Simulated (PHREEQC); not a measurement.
Make-up at 25 °C: 1 mol HCl and 0.91 mol Na2SO4 per kg of water. Closed to the air; pH follows from the charge balance.

Equilibrium calculation in PHREEQC: Pitzer model, pitzer.dat.

```csv
quantity,before,after
pH,0.33,1.40
ionic strength (mol/kgw),2.55,0.284
HSO4- (mol/kgw),0.592,0.0446
SO4-2 (mol/kgw),0.318,0.0464
SI of Mirabilite (Na2SO4:10H2O),-0.95,-2.64
SI of Thenardite (Na2SO4),-1.58,-3.55
```

Task: What was changed between the two runs?
A) diluted 10-fold with water
B) temperature from 25 to 40 °C
C) 0.044 mol/kgw KOH added
D) HCl left out
E) diluted 2-fold with water

Result: A, diluted 10-fold with water

No solid was allowed to form. In brines, pH and single-ion activities rest on the MacInnes convention.
